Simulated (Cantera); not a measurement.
Silicon nitride deposition: Si2Cl6 + NH3 + H2

A closed system holds: 1 mol Si2Cl6, 3.7 mol NH3, 0.41 mol H2, held at 0.00133 bar.

Method: chemical equilibrium by Gibbs-energy minimisation in Cantera with the NASA 1993 tables (ideal gas, pure condensed phases). Candidate condensed phases: NH4Cl, Si, Si3N4; 28 gas species. The feed counts by its element totals alone. The tables' values for SiCl3, SiCl, SiN are old estimates; treat these amounts as uncertain. Gases not in the tables: Si2H6 and higher silanes. The numbers say what is thermodynamically allowed, not how fast it happens.

From 627 °C to 1227 °C the condensed part is Si3N4(s). From 1327 °C to 1727 °C nothing is condensed. The main Si-bearing gas is SiCl4 at 627 °C and SiCl2 at 1727 °C.

| T (°C) | x HCl | x H2 | x SiCl2 | x N2 | x SiCl4 | x H | x Si | x Cl | x SiCl3 | n Si3N4(s) |
|---|---|---|---|---|---|---|---|---|---|---|
| 627 | 0.435 | 0.422 | 5.79e-7 | 0.0903 | 0.0521 | 2.08e-9 | <1e-12 | 2.09e-9 | 2.51e-5 | 0.504 |
| 727 | 0.460 | 0.409 | 2.40e-5 | 0.0860 | 0.0454 | 3.97e-8 | <1e-12 | 4.16e-8 | 0.000212 | 0.524 |
| 827 | 0.477 | 0.398 | 0.000492 | 0.0830 | 0.0396 | 4.47e-7 | <1e-12 | 4.79e-7 | 0.00118 | 0.536 |
| 927 | 0.482 | 0.391 | 0.00567 | 0.0834 | 0.0319 | 3.38e-6 | 4.20e-12 | 3.61e-6 | 0.00454 | 0.532 |
| 1027 | 0.451 | 0.391 | 0.0344 | 0.0952 | 0.0174 | 1.90e-5 | 8.08e-10 | 1.84e-5 | 0.0100 | 0.465 |
| 1127 | 0.355 | 0.411 | 0.0958 | 0.124 | 0.00410 | 8.54e-5 | 6.56e-8 | 6.07e-5 | 0.00962 | 0.296 |
| 1227 | 0.239 | 0.443 | 0.155 | 0.156 | 0.000526 | 0.000321 | 2.95e-6 | 0.000140 | 0.00507 | 0.100 |
| 1327 | 0.182 | 0.460 | 0.182 | 0.171 | 8.07e-5 | 0.00101 | 5.34e-5 | 0.000317 | 0.00244 | 0 |
| 1427 | 0.184 | 0.457 | 0.182 | 0.171 | 2.29e-5 | 0.00273 | 0.000351 | 0.000852 | 0.00146 | 0 |
| 1527 | 0.186 | 0.451 | 0.179 | 0.170 | 7.55e-6 | 0.00659 | 0.00180 | 0.00208 | 0.000916 | 0 |
| 1627 | 0.194 | 0.437 | 0.170 | 0.168 | 2.94e-6 | 0.0144 | 0.00688 | 0.00482 | 0.000609 | 0 |
| 1727 | 0.212 | 0.408 | 0.151 | 0.164 | 1.34e-6 | 0.0284 | 0.0187 | 0.0110 | 0.000419 | 0 |
x: gas mole fraction; n: condensed amount in mol.
